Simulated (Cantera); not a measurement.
Feed: 1 mol SiH2Cl2, 0.26 mol C2H2, 310 mol H2, held at 1700 K and 1.50 mbar.

Equilibrium computed with Cantera from the NASA thermochemical tables; the gas is ideal and each condensed phase is pure. Candidate condensed phases: C, C6H6, C7H8, C8H18, Si, SiC; 109 gas species. Mutual solubility and eutectic melting of coexisting phases are not modelled. The tables' values for SiCl are old estimates; treat these amounts as uncertain. Gases not in the tables: Si2H6 and higher silanes. Kinetics and transport are ignored.

Base state: H2 0.989, HCl 0.00609, H 0.00378, Si 0.000452, SiCl2 0.000134, SiH 2.70e-5, Cl 1.81e-5, SiCl 1.74e-5 (mole fractions); condensed: Si(l) + SiC(s).

Question: What changes in the equilibrium state with this change: temperature from 1700 K to 1948.15 K?

Answer: 
| species | before | after |
|---|---|---|
| H2 | 0.989 | 0.963 |
| H | 0.00378 | 0.0287 |
| HCl | 0.00609 | 0.00613 |
| Si | 0.000452 | 0.00160 |
| C2H2 (acetylene) | 1.60e-8 | 9.88e-5 |
| SiCl2 | 0.000134 | 1.03e-5 |
| Si(l), mol | 0.276 | 0 |
| SiC(s), mol | 0.519 | 0.440 |
